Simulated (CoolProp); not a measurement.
cis-2-butene at several states: Z from the reference equation and from simpler models built on Tc = 435.8 K, pc = 4.236 MPa, ω = 0.202; each cubic takes its own stable root.

Computed with CoolProp (reference Helmholtz-energy equation of state, Lemmon 2005). It is a short technical equation, of lower accuracy than the large ones.

```json
[
 {"T (K)": "230.8", "p (MPa)": "0.173", "phase": "liquid", "reference": "0.007330"},
 {"T (K)": "504", "p (MPa)": "0.386", "phase": "gas", "reference": "0.9802"},
 {"T (K)": "417.5", "p (MPa)": "2.54", "phase": "gas", "reference": "0.6865"},
 {"T (K)": "264.6", "p (MPa)": "19.9", "phase": "liquid", "reference": "0.7545"},
 {"T (K)": "250.5", "p (MPa)": "20.3", "phase": "liquid", "reference": "0.7968"}
]
```

### Question
How far does each simpler model (van der Waals, Redlich-Kwong, Soave-Redlich-Kwong, Peng-Robinson) lie from the reference over these 5 states: mean and median of the absolute difference, and the worst?

### Answer
- van der Waals: mean 36.7 %, median 55.1 %, worst +63.2 % at 230.8 K and 0.173 MPa
- Redlich-Kwong: mean 6.1 %, median 8.5 %, worst +10.1 % at 230.8 K and 0.173 MPa
- Soave-Redlich-Kwong: mean 5.0 %, median 7.0 %, worst +8.3 % at 230.8 K and 0.173 MPa
- Peng-Robinson: mean 2.8 %, median 3.8 %, worst -4.7 % at 264.6 K and 19.9 MPa
